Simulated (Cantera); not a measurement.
## Cu2O + CO (carbothermic reduction)

Input: 1 mol Cu2O, a varied amount of CO, at 2373.15 K and 10000 Pa.

These are equilibrium values from Cantera (NASA tables, ideal gas, pure condensed phases), not measurements of a reactor. Candidate condensed phases: C, Cu, CuO, Cu2O; 15 gas species. Rates play no part.

From 0.65 mol CO to 3.2 mol CO nothing is condensed. The main Cu-bearing gas is Cu throughout.

| n(CO) (mol) | log p Cu | log p CO | log p CO2 | log p O2 | log p Cu2 | log p O | log p CuO | log p O3 |
|---|---|---|---|---|---|---|---|---|
| 0.65 | -1.17 | -2.41 | -1.73 | -2.12 | -3.16 | -3.19 | -3.33 | -9.80 |
| 0.77 | -1.18 | -2.30 | -1.67 | -2.23 | -3.18 | -3.24 | -3.40 | -9.96 |
| 0.92 | -1.19 | -2.18 | -1.63 | -2.38 | -3.21 | -3.31 | -3.49 | -10.18 |
| 1.1 | -1.21 | -2.04 | -1.59 | -2.58 | -3.25 | -3.41 | -3.61 | -10.49 |
| 1.3 | -1.23 | -1.91 | -1.58 | -2.83 | -3.29 | -3.54 | -3.75 | -10.86 |
| 1.6 | -1.26 | -1.74 | -1.58 | -3.17 | -3.36 | -3.71 | -3.96 | -11.38 |
| 1.9 | -1.30 | -1.62 | -1.61 | -3.46 | -3.42 | -3.85 | -4.13 | -11.80 |
| 2.2 | -1.33 | -1.54 | -1.63 | -3.68 | -3.48 | -3.96 | -4.27 | -12.14 |
| 2.6 | -1.37 | -1.45 | -1.67 | -3.91 | -3.56 | -4.08 | -4.43 | -12.49 |
| 3.2 | -1.42 | -1.37 | -1.72 | -4.18 | -3.66 | -4.22 | -4.62 | -12.89 |
log p: log10 of the partial pressure in bar; nothing condenses.
